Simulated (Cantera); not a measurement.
An adiabatic, constant-pressure homogeneous reactor starts with CH₃OH : O₂ : N₂ = 1 : 0.714 : 6.21 (molar parts), at 1100 K and 3.30 bar. Integrator tolerance rtol = 1e-08.

Detailed kinetics in Cantera: GRI-Mech 3.0 (53 species, 325 reactions). GRI-Mech 3.0 was tuned for natural gas; its chemistry of methanol as a main component is partial and can be far from experiment.

Task: What does this change do: N2 6.21 to 10 parts?

Result: 
```tsv
quantity	before	after
time of steepest temperature rise	22.2 ms	25.4 ms
temperature at 1.00 s	1864 K	1658 K
equilibrium temperature	1864 K	1658 K
x(CH₃OH) at 1.00 s	<1e-12 (gas-phase equilibrium <1e-12)	<1e-12 (gas-phase equilibrium <1e-12)
x(O₂) at 1.00 s	5.57e-9 (gas-phase equilibrium 5.57e-9)	8.85e-11 (gas-phase equilibrium 8.85e-11)
x(OH) at 1.00 s	1.07e-5 (gas-phase equilibrium 1.07e-5)	8.58e-7 (gas-phase equilibrium 8.58e-7)
x(N₂O) at 1.00 s	7.08e-11 (gas-phase equilibrium 7.42e-11)	5.12e-12 (gas-phase equilibrium 5.31e-12)
x(H) at 1.00 s	9.98e-5 (gas-phase equilibrium 9.98e-5)	1.41e-5 (gas-phase equilibrium 1.41e-5)
x(H₂O₂) at 1.00 s	1.97e-11 (gas-phase equilibrium 1.97e-11)	<1e-12 (gas-phase equilibrium <1e-12)
x(HO₂) at 1.00 s	4.96e-12 (gas-phase equilibrium 4.96e-12)	<1e-12 (gas-phase equilibrium <1e-12)
```

Task: What does this change do: initial temperature 1100 to 1023 K?

Result: 
| quantity | before | after |
|---|---|---|
| time of steepest temperature rise | 22.2 ms | 0.117 s |
| temperature at 1.00 s | 1864 K | 1794 K |
| equilibrium temperature | 1864 K | 1794 K |
| x(CH₃OH) at 1.00 s | <1e-12 (gas-phase equilibrium <1e-12) | <1e-12 (gas-phase equilibrium <1e-12) |
| x(O₂) at 1.00 s | 5.57e-9 (gas-phase equilibrium 5.57e-9) | 1.52e-9 (gas-phase equilibrium 1.52e-9) |
| x(OH) at 1.00 s | 1.07e-5 (gas-phase equilibrium 1.07e-5) | 5.11e-6 (gas-phase equilibrium 5.11e-6) |
| x(N₂O) at 1.00 s | 7.08e-11 (gas-phase equilibrium 7.42e-11) | 2.94e-11 (gas-phase equilibrium 3.10e-11) |
| x(H) at 1.00 s | 9.98e-5 (gas-phase equilibrium 9.98e-5) | 5.68e-5 (gas-phase equilibrium 5.68e-5) |
| x(H₂O₂) at 1.00 s | 1.97e-11 (gas-phase equilibrium 1.97e-11) | 7.74e-12 (gas-phase equilibrium 7.75e-12) |
| x(HO₂) at 1.00 s | 4.96e-12 (gas-phase equilibrium 4.96e-12) | 1.33e-12 (gas-phase equilibrium 1.33e-12) |
